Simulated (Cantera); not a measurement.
An isothermal, constant-pressure homogeneous reactor starts with CH4 : H2 = 1 : 1.4 (molar parts), at 1375 K and 315 Torr. Integrator tolerance rtol = 1e-08.

Detailed kinetics in Cantera: GRI-Mech 3.0 (53 species, 325 reactions). GRI-Mech 3.0 stops at C3 and has no aromatics, soot or wall deposition, so with more carbon than oxygen in the feed, carbon stays in small species such as C2H2 where larger ones or solid carbon would form.

Task: What does this change do: temperature 1375 to 1948 K?

Result: 
| quantity | before | after |
|---|---|---|
| x(CH4) at 2.00 s | 0.388 (gas-phase equilibrium 0.217) | 0.00263 (gas-phase equilibrium 0.00263) |
| x(H2) at 2.00 s | 0.601 (gas-phase equilibrium 0.710) | 0.850 (gas-phase equilibrium 0.850) |
| x(CH2) at 2.00 s | 8.58e-11 (gas-phase equilibrium 1.20e-10) | 2.37e-7 (gas-phase equilibrium 2.37e-7) |
| x(CH3) at 2.00 s | 3.11e-5 (gas-phase equilibrium 2.73e-5) | 9.94e-5 (gas-phase equilibrium 9.94e-5) |
| x(C2H6) at 2.00 s | 0.000102 (gas-phase equilibrium 0.000132) | 1.06e-7 (gas-phase equilibrium 1.06e-7) |
| x(H) at 2.00 s | 2.42e-6 (gas-phase equilibrium 4.48e-6) | 0.00162 (gas-phase equilibrium 0.00162) |

Task: What does this change do: temperature 1375 to 1348 K?

Result: 
```
quantity                                              before                                      after
-----------------  -----------------------------------------  -----------------------------------------
x(CH4) at 2.00 s         0.388 (gas-phase equilibrium 0.217)        0.402 (gas-phase equilibrium 0.255)
x(H2) at 2.00 s          0.601 (gas-phase equilibrium 0.710)        0.592 (gas-phase equilibrium 0.685)
x(CH2) at 2.00 s   8.58e-11 (gas-phase equilibrium 1.20e-10)  3.74e-11 (gas-phase equilibrium 6.33e-11)
x(CH3) at 2.00 s     3.11e-5 (gas-phase equilibrium 2.73e-5)    2.13e-5 (gas-phase equilibrium 2.19e-5)
x(C2H6) at 2.00 s  0.000102 (gas-phase equilibrium 0.000132)   9.03e-5 (gas-phase equilibrium 0.000165)
x(H) at 2.00 s       2.42e-6 (gas-phase equilibrium 4.48e-6)    1.58e-6 (gas-phase equilibrium 2.98e-6)
```

Task: What does this change do: temperature 1375 to 1750 K?

Result: 
| quantity | before | after |
|---|---|---|
| x(CH4) at 2.00 s | 0.388 (gas-phase equilibrium 0.217) | 0.0104 (gas-phase equilibrium 0.0104) |
| x(H2) at 2.00 s | 0.601 (gas-phase equilibrium 0.710) | 0.846 (gas-phase equilibrium 0.846) |
| x(CH2) at 2.00 s | 8.58e-11 (gas-phase equilibrium 1.20e-10) | 3.51e-8 (gas-phase equilibrium 3.51e-8) |
| x(CH3) at 2.00 s | 3.11e-5 (gas-phase equilibrium 2.73e-5) | 8.27e-5 (gas-phase equilibrium 8.27e-5) |
| x(C2H6) at 2.00 s | 0.000102 (gas-phase equilibrium 0.000132) | 1.01e-6 (gas-phase equilibrium 1.01e-6) |
| x(H) at 2.00 s | 2.42e-6 (gas-phase equilibrium 4.48e-6) | 0.000332 (gas-phase equilibrium 0.000332) |
